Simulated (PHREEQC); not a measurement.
## Leach liquor: an equilibrium model

Solution (25 °C): 0.1 mol HCl and 4.4e-05 mol MnSO4 per kg of water. Closed to the air; pH follows from the charge balance.

Computed with PHREEQC (Pitzer model, pitzer.dat).

Each row changes one thing in this solution. No solid was allowed to form.

```
case                                           pH  HSO4- (mol/kgw)  SO4-2 (mol/kgw)
-------------------------------------  ----------  ---------------  ---------------
as made                                      1.08          3.15e-5          1.25e-5
diluted 10-fold with water                   2.04          1.65e-6          2.75e-6
HCl from 0.1 to 0.05 mol/kgw           (withheld)          2.83e-5          1.57e-5
MnSO4 from 4.4e-05 to 4.4e-06 mol/kgw        1.08       (withheld)       (withheld)
temperature from 25 to 5 °C                  1.08          2.67e-5       (withheld)
HCl from 0.1 to 0.2 mol/kgw            (withheld)          3.36e-5          1.04e-5
```

Task: Fill in the missing entries.

Result: 
- HCl from 0.1 to 0.05 mol/kgw, pH: 1.37
- MnSO4 from 4.4e-05 to 4.4e-06 mol/kgw, HSO4- (mol/kgw): 3.15e-6
- MnSO4 from 4.4e-05 to 4.4e-06 mol/kgw, SO4-2 (mol/kgw): 1.24e-6
- temperature from 25 to 5 °C, SO4-2 (mol/kgw): 1.73e-5
- HCl from 0.1 to 0.2 mol/kgw, pH: 0.79

At this temperature some constants are extrapolated from 25 °C, and those without enthalpy data are left unchanged.
